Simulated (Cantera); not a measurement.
Cantera run:

```python
import numpy as np
import cantera as ct

gas_names = """
    H HNO HNO2 HNO3 HO2 H2 H2O H2O2 N NH NH2 NH3 NH2OH NO NO2 NO3 N2 N2H2 N2H4 N2O O OH O2 O3 Si SiH
    SiH2 SiH3 SiH4 SiN SiO SiO2 Si2 Si2N Si3
""".split()
cond_names = """
    H2O(s) H2O(L) Si(cr) Si(L) SiO2(Lqz) SiO2(hqz) SiO2(L) Si2N2O(s) Si3N4(a)
""".split()


# ... load() reads the species with a 1 bar reference pressure and builds the phases ...
atoms = {
    'SiO2': {'Si': 1, 'O': 2},
    'H2': {'H': 2},
    'N2': {'N': 2},
}
top_T = {'Si2N2O(s)': 2100, 'Si3N4(a)': 2400}  # K; cautious upper limits of use, not melting points


# ... equilibrate(T, P, feed) seeds the gas with the atoms and calls Mixture.equilibrate('TP', solver="vcs", rtol=1e-11, max_steps=5000) ...
results = []
feed = {'SiO2': 1, 'H2': 1400, 'N2': 98}  # mol
P = 2200  # Pa
for T in [1298, 1398, 1498, 1598, 1698, 1798, 1898, 1998]:
    mix = equilibrate(T, P, feed)
    results.append((T, P, feed, dict(zip(mix.species_names, mix.species_moles))))

top = {s: max(r[3][s] / sum(r[3][g] for g in gas_names) for r in results) for s in gas_names}
cols = sorted((s for s in top if top[s] > 1e-05), key=lambda s: -top[s])[:8]
seen = [c for c in cond_names if any(r[3].get(c, 0) > 1e-12 for r in results)]
print("log10 of partial pressures in bar; condensed amounts in mol")
print(f"{'T/K':>10s}" + "".join(f"{s[:9]:>10s}" for s in cols + seen))
for T, P, feed, n in results:
    ng = sum(n[g] for g in gas_names)
    print(f"{T:10.4g}" + "".join(f"{np.log10(max(n[s] / ng * P / 1e5, 1e-99)):10.3f}" for s in cols)
          + "".join(f"{n.get(c, 0):10.4g}" for c in seen))
```

Output:

```
log10 of partial pressures in bar; condensed amounts in mol
       T/K        H2        N2         H       SiO       H2O SiO2(hqz) Si2N2O(s)
      1298    -1.687    -2.842    -6.813    -7.433    -5.965    0.9499   0.02378
      1398    -1.687    -2.842    -6.168    -5.982    -5.849     0.912  0.008472
      1498    -1.687    -2.842    -5.608    -5.239    -5.239    0.6073         0
      1598    -1.688    -2.842    -5.118    -4.833    -4.833         0         0
      1698    -1.688    -2.842    -4.684    -4.834    -4.834         0         0
      1798    -1.689    -2.843    -4.298    -4.834    -4.834         0         0
      1898    -1.690    -2.843    -3.952    -4.834    -4.835         0         0
      1998    -1.692    -2.844    -3.641    -4.836    -4.836         0         0
```

Equilibrium computed with Cantera from the NASA thermochemical tables; the gas is ideal and each condensed phase is pure. N2 is the only nitrogen source here; it is nearly inert below about 1500 K, so the nitride shown seldom forms there in practice. Mutual solubility and eutectic melting of coexisting phases are not modelled. The tables hold silica as quartz up to 1696 K and as liquid above; real silica turns to tridymite and cristobalite and melts near 1996 K.
